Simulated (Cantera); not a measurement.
A perfectly stirred reactor is fed with 9.12 % CH4, 18.8 % O2, 70.6 % N2, 1.46 % H2, equivalence ratio 1.0, at 210000 Pa; it is adiabatic with a 800 K inlet, and is followed from long to short residence time, starting on the burning branch (τ in s: 0.073, 0.039, 0.021, 0.011, 0.0061, 0.0033, 0.0018, 0.00095, 0.00051, 0.00028, 0.00015, 8e-05, 4.3e-05).

Cantera simulation using GRI-Mech 3.0 (53 species, 325 reactions); the numbers are that mechanism's predictions, not measurements.

One state of this run: T (K) = 2259; x CH4 = 0.000179; x O2 = 0.0205; x H2O2 = 3.20e-7; x C2H4 = 1.38e-7; x CO = 0.0335; x N2O = 2.13e-7. x: mole fraction; the columns are a selection and need not sum to one.

**Question.** Which value of τ (s) does it belong to?
A. 0.073
B. 0.0033
C. 0.00095
D. 0.00015

**Answer.** D, 0.00015
